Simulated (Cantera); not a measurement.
A perfectly stirred reactor is fed with CH4 : N2 = 1 : 1.2 (molar parts), at 1.01 bar; it is held at 1600 K, and followed from long to short residence time.

Model: GRI-Mech 3.0 (53 species, 325 reactions), integrated in Cantera. GRI-Mech 3.0 stops at C3 and has no aromatics, soot or wall deposition, so with more carbon than oxygen in the feed, carbon stays in small species such as C2H2 where larger ones or solid carbon would form.

```csv
quantity,before,after
x(CH4) at τ = 4.40 s,0.0487,0.0555
x(CH3) at τ = 4.40 s,7.78e-5,7.54e-5
x(C2H6) at τ = 4.40 s,1.87e-5,2.91e-5
x(H) at τ = 4.40 s,3.27e-5,2.73e-5
x(C2H2) at τ = 4.40 s,0.134,0.130
x(CH4) at τ = 29.0 ms,0.326,0.311
x(CH3) at τ = 29.0 ms,0.000465,0.000378
x(C2H6) at τ = 29.0 ms,0.000657,0.000626
x(H) at τ = 29.0 ms,9.40e-6,8.86e-6
x(C2H2) at τ = 29.0 ms,0.0388,0.0438
```

Question: Name the change that produced these shifts.
A) pressure from 1.01 bar to 1.50 bar
B) pressure from 1.01 bar to 0.0133 bar
C) CH4 1 to 0.17 parts
D) N2 1.2 to 11 parts

Answer: A, pressure from 1.01 bar to 1.50 bar
